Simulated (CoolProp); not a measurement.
Vapour-liquid equilibrium of CH2F2 (R32) (1) + R1234yf (2) at -107.35 °C; x and y are mole fractions of (1).

Model: multi-fluid Helmholtz-energy mixture model, Tillner-Roth 1997 and Lemmon 2022; pair parameters Bell 2023, in CoolProp.

Q: Give the bubble pressure and the first vapour's composition at x = 0.2, 0.65, 0.95. Is there an azeotrope?

A: x = 0.2: 0.001097 MPa, y = 0.669; x = 0.65: 0.001730 MPa, y = 0.863; x = 0.95: 0.001888 MPa, y = 0.961. No azeotrope shows between x = 0.05 and 0.95.

Pair parameters are fitted to limited data, so mixtures are less certain than the pure fluids.
